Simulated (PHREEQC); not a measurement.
Make-up at 11 °C: 4.4 mmol/kgw CuSO4, 0.21 mmol/kgw NaF and 0.072 mmol/kgw Na2SO4. It is in equilibrium with CO2 at log p = -2 (atm). Otherwise closed; pH follows from the charge balance.

The numbers come from PHREEQC with the ion-association model, wateq4f.dat.

This is a speciation only: nothing precipitates in the calculation.

Task: Predict the pH.

Result: pH 4.75.

Task: In which forms is C present?

Result: CO2 95 %, CuHCO3+ 2.4 %, HCO3- 2.1 % of the C.

Away from 25 °C the constants follow the database's enthalpies or fits; those with neither stay at their 25 °C values.
